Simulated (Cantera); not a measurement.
Charge: 1 mol SiH2Cl2, 0.82 mol O2, 57 mol H2, at 875 K and 0.0380 bar.

Cantera equilibrium calculation (NASA polynomials, part measured and part estimated; ideal gas, pure solids and liquids). Candidate condensed phases: H2O, Si, SiO2; 30 gas species. Rates play no part.

Base state: H2 0.975, HCl 0.0220, SiCl4 0.00278, SiHCl3 0.000269 (mole fractions); condensed: SiO2(β-quartz).

Question: What changes in the equilibrium state with this change: temperature from 875 K to 1048.15 K?

Answer: 
| species | before | after |
|---|---|---|
| H2 | 0.975 | 0.974 |
| HCl | 0.0220 | 0.0231 |
| SiCl4 | 0.00278 | 0.00190 |
| SiCl2 | 3.11e-7 | 0.000172 |
| SiCl3 | 3.87e-6 | 0.000133 |
| SiH2Cl2 | 2.39e-6 | 4.01e-5 |
| SiO2(β-quartz), mol | 0.820 | 0.820 |
The tables' values for SiCl3 are old estimates; treat these amounts as uncertain.
